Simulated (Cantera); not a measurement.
Charge: 1 mol toluene, 1.2 mol H2O, 5.1 mol H2, at 2502 °C.

These are equilibrium values from Cantera (NASA tables, ideal gas, pure condensed phases), not measurements of a reactor. Candidate condensed phases: C, C6H6, C7H8, C8H18, H2O; 110 gas species. The ideal-gas law is rough above about 30 bar. Rates play no part.

Task: What share of the C ends up in condensed phases as a function of P (Pa), at 10, 72, 520, 3700, 27000, 190000, 1400000, 10000000?

Result: 
```
P (Pa)    C condensed (%)           as
--------  ---------------  -----------
10                    0.0            -
72                   46.3  C(graphite)
520                  73.4  C(graphite)
3700                 74.8  C(graphite)
27000                74.3  C(graphite)
190000               74.0  C(graphite)
1400000              73.7  C(graphite)
10000000             72.4  C(graphite)
```
